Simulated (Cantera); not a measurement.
What does this Cantera script print?

```python
import numpy as np
import cantera as ct

gas_names = """
    CL CLO CL2 H HCL HOCL HO2 H2 H2O H2O2 O OH O2 O3 Sr SrCL SrCL2 SrO SrOH SrO2H2
""".split()
cond_names = """
    H2O(s) H2O(L) Sr(a) Sr(b) Sr(L) SrCL2(a) SrCL2(b) SrCL2(L) SrO(s) SrO(L) SrO2H2(s) SrO2H2(L)
""".split()


# ... load() reads the species with a 1 bar reference pressure and builds the phases ...
atoms = {
    'SrCl2': {'Sr': 1, 'CL': 2},
    'H2O': {'H': 2, 'O': 1},
    'H2': {'H': 2},
}
top_T = {}  # K; cautious upper limits of use, not melting points


# ... equilibrate(T, P, feed) seeds the gas with the atoms and calls Mixture.equilibrate('TP', solver="vcs", rtol=1e-11, max_steps=5000) ...
results = []
feed = {'SrCl2': 1, 'H2O': 4.8, 'H2': 2}  # mol
P = 1333.22  # Pa
for T in [1873, 1898, 1923, 1948, 1973, 1998, 2023, 2048, 2073, 2098, 2123, 2148, 2173, 2198]:
    mix = equilibrate(T, P, feed)
    results.append((T, P, feed, dict(zip(mix.species_names, mix.species_moles))))
    x = sorted(zip(gas.X, gas.species_names), reverse=True)
    print(f"T = {T:g} K  P = {P:g} Pa  gas = {mix.phase_moles(0):.4g} mol")
    print("   x: " + "  ".join(f"{s} {v:.3e}" for v, s in x if v > 1e-06))
    print("   condensed (mol): " + ("  ".join(f"{mix.phase(i).name} {mix.phase_moles(i):.4g}"
          for i in range(1, mix.n_phases) if mix.phase_moles(i) > 1e-12) or "none"))
```

Output:

```
T = 1873 K  P = 1333.22 Pa  gas = 7.816 mol
   x: H2O 5.870e-01  H2 2.548e-01  SrCL2 1.012e-01  HCL 5.273e-02  H 2.821e-03  OH 5.047e-04  CL 4.423e-04  SrCL 3.268e-04  SrO2H2 1.464e-04  SrOH 4.263e-05  Sr 4.913e-06  O2 4.272e-06  O 4.231e-06  SrO 1.057e-06
   condensed (mol): SrO(s) 0.205
T = 1898 K  P = 1333.22 Pa  gas = 7.82 mol
   x: H2O 5.869e-01  H2 2.544e-01  SrCL2 1.014e-01  HCL 5.211e-02  H 3.415e-03  OH 6.443e-04  CL 5.279e-04  SrCL 4.095e-04  SrO2H2 1.776e-04  SrOH 5.772e-05  Sr 7.341e-06  O2 6.548e-06  O 6.500e-06  SrO 1.684e-06
   condensed (mol): SrO(s) 0.2023
T = 1923 K  P = 1333.22 Pa  gas = 7.824 mol
   x: H2O 5.866e-01  H2 2.540e-01  SrCL2 1.015e-01  HCL 5.151e-02  H 4.112e-03  OH 8.175e-04  CL 6.273e-04  SrCL 5.099e-04  SrO2H2 2.141e-04  SrOH 7.750e-05  Sr 1.085e-05  O2 9.928e-06  O 9.876e-06  SrO 2.649e-06
   condensed (mol): SrO(s) 0.1996
T = 1948 K  P = 1333.22 Pa  gas = 7.829 mol
   x: H2O 5.862e-01  H2 2.535e-01  SrCL2 1.016e-01  HCL 5.093e-02  H 4.928e-03  OH 1.031e-03  CL 7.422e-04  SrCL 6.310e-04  SrO2H2 2.569e-04  SrOH 1.032e-04  Sr 1.586e-05  O2 1.490e-05  O 1.485e-05  SrO 4.117e-06
   condensed (mol): SrO(s) 0.1968
T = 1973 K  P = 1333.22 Pa  gas = 7.836 mol
   x: H2O 5.857e-01  H2 2.530e-01  SrCL2 1.016e-01  HCL 5.037e-02  H 5.878e-03  OH 1.292e-03  CL 8.746e-04  SrCL 7.762e-04  SrO2H2 3.066e-04  SrOH 1.364e-04  Sr 2.296e-05  O2 2.213e-05  O 2.210e-05  SrO 6.326e-06
   condensed (mol): SrO(s) 0.194
T = 1998 K  P = 1333.22 Pa  gas = 7.843 mol
   x: H2O 5.850e-01  H2 2.523e-01  SrCL2 1.016e-01  HCL 4.982e-02  H 6.979e-03  OH 1.610e-03  CL 1.026e-03  SrCL 9.495e-04  SrO2H2 3.642e-04  SrOH 1.788e-04  Sr 3.290e-05  O 3.256e-05  O2 3.256e-05  SrO 9.613e-06
   condensed (mol): SrO(s) 0.1911
T = 2023 K  P = 1333.22 Pa  gas = 7.852 mol
   x: H2O 5.842e-01  H2 2.516e-01  SrCL2 1.015e-01  HCL 4.928e-02  H 8.250e-03  OH 1.995e-03  CL 1.200e-03  SrCL 1.155e-03  SrO2H2 4.304e-04  SrOH 2.328e-04  O 4.754e-05  O2 4.746e-05  Sr 4.671e-05  SrO 1.445e-05
   condensed (mol): SrO(s) 0.1879
T = 2048 K  P = 1333.22 Pa  gas = 7.862 mol
   x: H2O 5.831e-01  H2 2.508e-01  SrCL2 1.014e-01  HCL 4.874e-02  H 9.711e-03  OH 2.459e-03  CL 1.398e-03  SrCL 1.397e-03  SrO2H2 5.063e-04  SrOH 3.009e-04  O 6.877e-05  O2 6.856e-05  Sr 6.571e-05  SrO 2.151e-05
   condensed (mol): SrO(s) 0.1846
T = 2073 K  P = 1333.22 Pa  gas = 7.874 mol
   x: H2O 5.817e-01  H2 2.498e-01  SrCL2 1.012e-01  HCL 4.821e-02  H 1.138e-02  OH 3.015e-03  SrCL 1.682e-03  CL 1.622e-03  SrO2H2 5.927e-04  SrOH 3.863e-04  O 9.862e-05  O2 9.819e-05  Sr 9.164e-05  SrO 3.170e-05
   condensed (mol): SrO(s) 0.1809
T = 2098 K  P = 1333.22 Pa  gas = 7.888 mol
   x: H2O 5.801e-01  H2 2.487e-01  SrCL2 1.010e-01  HCL 4.767e-02  H 1.329e-02  OH 3.678e-03  SrCL 2.014e-03  CL 1.875e-03  SrO2H2 6.908e-04  SrOH 4.927e-04  O 1.402e-04  O2 1.394e-04  Sr 1.267e-04  SrO 4.628e-05
   condensed (mol): SrO(s) 0.1768
T = 2123 K  P = 1333.22 Pa  gas = 7.904 mol
   x: H2O 5.781e-01  H2 2.475e-01  SrCL2 1.007e-01  HCL 4.713e-02  H 1.546e-02  OH 4.465e-03  SrCL 2.401e-03  CL 2.160e-03  SrO2H2 8.014e-04  SrOH 6.243e-04  O 1.977e-04  O2 1.964e-04  Sr 1.738e-04  SrO 6.694e-05
   condensed (mol): SrO(s) 0.1721
T = 2148 K  P = 1333.22 Pa  gas = 7.924 mol
   x: H2O 5.758e-01  H2 2.462e-01  SrCL2 1.003e-01  HCL 4.657e-02  H 1.791e-02  OH 5.393e-03  SrCL 2.848e-03  CL 2.479e-03  SrO2H2 9.256e-04  SrOH 7.861e-04  O 2.766e-04  O2 2.744e-04  Sr 2.366e-04  SrO 9.598e-05
   condensed (mol): SrO(s) 0.1668
T = 2173 K  P = 1333.22 Pa  gas = 7.946 mol
   x: H2O 5.730e-01  H2 2.447e-01  SrCL2 9.975e-02  HCL 4.600e-02  H 2.067e-02  OH 6.482e-03  SrCL 3.362e-03  CL 2.836e-03  SrO2H2 1.064e-03  SrOH 9.839e-04  O 3.840e-04  O2 3.803e-04  Sr 3.198e-04  SrO 1.365e-04
   condensed (mol): SrO(s) 0.1608
T = 2198 K  P = 1333.22 Pa  gas = 7.973 mol
   x: H2O 5.696e-01  H2 2.430e-01  SrCL2 9.914e-02  HCL 4.540e-02  H 2.378e-02  OH 7.753e-03  SrCL 3.952e-03  CL 3.233e-03  SrOH 1.224e-03  SrO2H2 1.218e-03  O 5.289e-04  O2 5.230e-04  Sr 4.292e-04  SrO 1.924e-04
   condensed (mol): SrO(s) 0.1537
```

Equilibrium computed with Cantera from the NASA thermochemical tables; the gas is ideal and each condensed phase is pure. Condensed phases not in the tables: oxide chlorides.
